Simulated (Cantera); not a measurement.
**Ta(OEt)5 + CO2 + H2 (tantalum, niobium, vanadium and zirconium in process gases)**

A closed system holds: 1 mol Ta(OEt)5, 0.49 mol CO2, a varied amount of H2, equilibrated at 975 K and 1.33 mbar.

Method: chemical equilibrium by Gibbs-energy minimisation in Cantera with the NASA 1993 tables (ideal gas, pure condensed phases). Candidate condensed phases: C, C6H6, C7H8, C8H18, H2O, Ta, TaC, Ta2O5; 113 gas species. The feed counts by its element totals alone. TaC: taken at fixed stoichiometry. Condensed phases not in the tables: Ta2C. Equilibrium is a limit: real reactors are often held back by kinetics, nucleation or transport.

From 2.3 mol H2 to 6.1 mol H2 the condensed part is C(graphite) + Ta2O5(s). From 10 mol H2 to 16 mol H2 the condensed part is C(graphite) + TaC(s) + Ta2O5(s). From 27 mol H2 to 190 mol H2 the condensed part is C(graphite) + TaC(s).

```tsv
n(H2) (mol)	x H2	x CO	x CH4	x H2O	x CO2	x H	n C(graphite)	n Ta2O5(s)	n TaC(s)
2.3	0.810	0.190	0.000110	0.000123	4.63e-5	2.82e-8	7.01	0.500	0
3.7	0.823	0.177	0.000113	0.000117	4.00e-5	2.84e-8	7.01	0.500	0
6.1	0.842	0.157	0.000119	0.000106	3.18e-5	2.87e-8	7.01	0.500	0
10	0.843	0.156	0.000119	0.000106	3.13e-5	2.88e-8	6.04	0.362	0.276
16	0.843	0.156	0.000119	0.000106	3.13e-5	2.88e-8	4.49	0.139	0.721
27	0.868	0.131	0.000126	9.14e-5	2.21e-5	2.92e-8	3.51	0	1.00
44	0.904	0.0956	0.000137	6.93e-5	1.17e-5	2.98e-8	3.51	0	1.00
71	0.933	0.0668	0.000146	4.99e-5	5.71e-6	3.03e-8	3.50	0	1.00
120	0.957	0.0432	0.000153	3.31e-5	2.38e-6	3.06e-8	3.49	0	1.00
190	0.971	0.0287	0.000158	2.23e-5	1.05e-6	3.09e-8	3.48	0	1.00
```
x: gas mole fraction; n: condensed amount in mol.
